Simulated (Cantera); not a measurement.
Cantera with NASA thermochemical tables; ideal gases at 1 bar, condensed phases pure. Values are per mole of reaction as written; species without (g) are pure solids or liquids, kept so even where they would boil at 1 bar.

**Question.** Between 300 and 2425 K, where is each reaction favourable under standard conditions?
- 4 C + SiF₄(g) = SiC₂(g) + 2 CF₂(g)
- 8 F(g) + SiC₂(g) = Si + 2 CF₄(g)

**Answer.** 
- 4 C + SiF₄(g) = SiC₂(g) + 2 CF₂(g): ΔG° is 1742 kJ at 300 K and 895 kJ at 2425 K; it stays positive (K < 1). ΔH° is 1818 kJ and ΔS° 381 J/K at 2425 K.
- 8 F(g) + SiC₂(g) = Si + 2 CF₄(g): ΔG° is -2827 kJ at 300 K and -707 kJ at 2425 K; it stays negative (K > 1). ΔH° is -3078 kJ and ΔS° -978 J/K at 2425 K.
